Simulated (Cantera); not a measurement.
Premixed flame

A freely propagating, adiabatic, planar premixed flame of 3.55 % CH4, 3.09 % C2H6, 0.569 % C3H8, 16.0 % O2, 76.8 % N2, equivalence ratio 1.3, unburnt at 300 K and 240 Torr; mixture-averaged transport, grid criteria slope 0.08 and curve 0.16, no radiation.

Computed with Cantera and GRI-Mech 3.0 (53 species, 325 reactions). Burning velocities carry a grid error of a few per cent, more on coarse grids.

| z (mm) | T (K) | u (m/s) | x CH4 | x C2H6 | x C3H8 | x CO | x N2O | x CH2CO |
|---|---|---|---|---|---|---|---|---|
| -5.08 | 300 | 0.248 | 0.0355 | 0.0309 | 0.00568 | 6.28e-6 | <1e-8 | <1e-8 |
| -3.39 | 303 | 0.252 | 0.0353 | 0.0308 | 0.00566 | 7.98e-5 | <1e-8 | 6.53e-8 |
| -2.54 | 318 | 0.265 | 0.0348 | 0.0306 | 0.00563 | 0.000449 | <1e-8 | 6.20e-7 |
| -1.69 | 429 | 0.362 | 0.0325 | 0.0292 | 0.00549 | 0.00387 | <1e-8 | 1.35e-5 |
| -0.847 | 899 | 0.780 | 0.0231 | 0.0194 | 0.00381 | 0.0233 | <1e-8 | 0.000185 |
| -0.424 | 1274 | 1.13 | 0.0147 | 0.00817 | 0.00135 | 0.0432 | <1e-8 | 0.000453 |
| 0 | 1599 | 1.43 | 0.00495 | 0.000520 | 2.79e-5 | 0.0626 | <1e-8 | 0.000333 |
| 0.424 | 1737 | 1.55 | 0.000593 | 2.55e-6 | <1e-8 | 0.0659 | <1e-8 | 3.29e-5 |
| 0.847 | 1770 | 1.58 | 4.45e-5 | <1e-8 | <1e-8 | 0.0615 | <1e-8 | 1.74e-6 |
| 1.69 | 1786 | 1.59 | 3.91e-7 | <1e-8 | <1e-8 | 0.0559 | <1e-8 | 3.20e-8 |
| 3.39 | 1799 | 1.60 | <1e-8 | <1e-8 | <1e-8 | 0.0538 | <1e-8 | <1e-8 |
| 6.78 | 1814 | 1.61 | <1e-8 | <1e-8 | <1e-8 | 0.0538 | <1e-8 | <1e-8 |
| 13.6 | 1831 | 1.62 | <1e-8 | <1e-8 | <1e-8 | 0.0542 | <1e-8 | <1e-8 |
x: mole fraction of selected species; z is measured from the peak of heat release.

The laminar burning velocity is 24.8 cm/s. The thermal thickness is 1.69 mm. The peak x(CO) comes out as 0.0665. The peak x(CH2CO) is 0.000510 and the grid points is 155.
